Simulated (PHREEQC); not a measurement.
## Brackish or sea water

Synthetic water in mmol/kgw, 25 °C, pH 7.45:

```
constituent           mmol/kgw
--------------------  --------
Na                         157
K                           19
Ca                        2.14
Mg                        3.55
Cl                         172
S(6)                      3.83
Alkalinity (meq/kgw)  0.000418
```

Valence states are taken as typed.

All values are PHREEQC results (Pitzer model, pitzer.dat), not measurements.

| Property | Result |
|---|---|
| ionic strength | 0.193 mol/kgw |
| activity of water | 0.994 |
| specific conductance | 18500 µS/cm |
| density | 1.005 g/cm³ |
| osmotic coefficient | 0.916 |
| charge-balance error | 2.1 % |

```
species  molality  activity   log γ
-------  --------  --------  ------
Cl-         0.172     0.124  -0.143
Na+         0.157     0.118  -0.125
K+         0.0190    0.0139  -0.137
SO4-2     0.00383  0.000823  -0.668
Mg+2      0.00355   0.00110  -0.510
Ca+2      0.00214  0.000626  -0.534
OH-       4.06e-7   2.84e-7  -0.156
MgOH+     5.19e-8   4.77e-8  -0.036
H+        4.52e-8   3.55e-8  -0.105
HCO3-     8.82e-9   7.09e-9  -0.095
```

This is a speciation only: nothing precipitates in the calculation. Species that the database lacks are ignored.
